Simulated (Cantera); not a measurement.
Cantera run:

```python
import numpy as np
import cantera as ct

gas_names = """
    H HO2 H2 H2O H2O2 O OH O2 O3 Pb PbO Pb2
""".split()
cond_names = """
    H2O(s) H2O(L) Pb(cr) Pb(L) PbO(rd) PbO(yw) PbO(L) PbO2(s) Pb3O4(s)
""".split()


def load(file, names, dense=False):
    # The tables refer to 1 bar. Condensed volumes are neglected.
    table = {s.name: s for s in ct.Species.list_from_file(file)}
    out = []
    for n in names:
        d = dict(table[n].input_data)
        d["thermo"] = dict(d["thermo"], **{"reference-pressure": 1e5})
        if dense:
            d["equation-of-state"] = {"model": "constant-volume", "density": "1e6 g/cm^3"}
        out.append(ct.Species.from_dict(d))
    return out


gas = ct.Solution(thermo="ideal-gas", species=load("nasa_gas.yaml", gas_names))
cond = {s.name: ct.Solution(thermo="fixed-stoichiometry", species=[s], name=s.name)
        for s in load("nasa_condensed.yaml", cond_names, dense=True)}
atoms = {
    'PbO': {'Pb': 1, 'O': 1},
    'H2': {'H': 2},
}
top_T = {'Pb3O4(s)': 820}  # K; cautious upper limits of use, not melting points


def equilibrate(T, P, feed):
    n = {}
    for name, mol in feed.items():
        for a, k in atoms[name].items():
            n[a] = n.get(a, 0.0) + k * mol
    gas.TPX = T, P, n
    mass = sum(n.values()) * gas.mean_molecular_weight
    gas.equilibrate("TP")
    valid = [c for c in cond.values() if c.min_temp <= T <= top_T.get(c.name, c.max_temp)]
    mix = ct.Mixture([(gas, mass / gas.mean_molecular_weight)] + [(c, 0.0) for c in valid])
    mix.T, mix.P = T, P
    mix.equilibrate("TP", solver="vcs", rtol=1e-11, max_steps=5000)
    return mix


results = []
feed = {'PbO': 1, 'H2': 800}  # mol
T = 1273  # K
P = 1000  # Pa
mix = equilibrate(T, P, feed)
results.append((T, P, feed, dict(zip(mix.species_names, mix.species_moles))))
x = sorted(zip(gas.X, gas.species_names), reverse=True)
print(f"T = {T:g} K  P = {P:g} Pa  gas = {mix.phase_moles(0):.4g} mol")
print("   x: " + "  ".join(f"{s} {v:.3e}" for v, s in x if v > 0.001))
print("   condensed (mol): " + ("  ".join(f"{mix.phase(i).name} {mix.phase_moles(i):.4g}"
      for i in range(1, mix.n_phases) if mix.phase_moles(i) > 1e-12) or "none"))
```

It prints:

```
T = 1273 K  P = 1000 Pa  gas = 801 mol
   x: H2 9.975e-01  H2O 1.248e-03  Pb 1.248e-03
   condensed (mol): none
```

Method: chemical equilibrium by Gibbs-energy minimisation in Cantera with the NASA 1993 tables (ideal gas, pure condensed phases).
